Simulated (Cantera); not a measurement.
Mixture: 4.24 % CH₄, 20.7 % O₂, 72.5 % N₂, 2.54 % CO₂, at 4.93 atm, adiabatic and at constant pressure. Ignition delay is the time to a rise of 400 K.

Cantera simulation using GRI-Mech 3.0 (53 species, 325 reactions); the numbers are that mechanism's predictions, not measurements.

Question: Predict: delay at 1273 K; delay at 1473 K; delay at 1673 K; delay at 1873 K; delay at 2073 K; apparent activation energy between 1873 and 2073 K.

Answer: 
| Quantity | Value |
|---|---|
| delay at 1273 K | 2.59 ms |
| delay at 1473 K | 0.308 ms |
| delay at 1673 K | 59.6 µs |
| delay at 1873 K | 17.3 µs |
| delay at 2073 K | 7.05 µs |
| apparent activation energy between 1873 and 2073 K | 150 kJ/mol |
